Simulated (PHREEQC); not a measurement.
A solution holds 0.063 mol HBr, 0.03 mol MgCl2 and 0.0062 mol LiCl per kg of water, at 20 °C. Closed to the air; pH follows from the charge balance.

Model: ion-association model, wateq4f.dat, run in PHREEQC.

Question: The ionic strength comes out as 0.159 mol/kgw. What activity coefficients do Br-, Cl-, H+, Li+, Mg+2 get?

Answer: Br- 0.76, Cl- 0.73, H+ 0.81, Li+ 0.77, Mg+2 0.36.

This is a speciation only: nothing precipitates in the calculation.
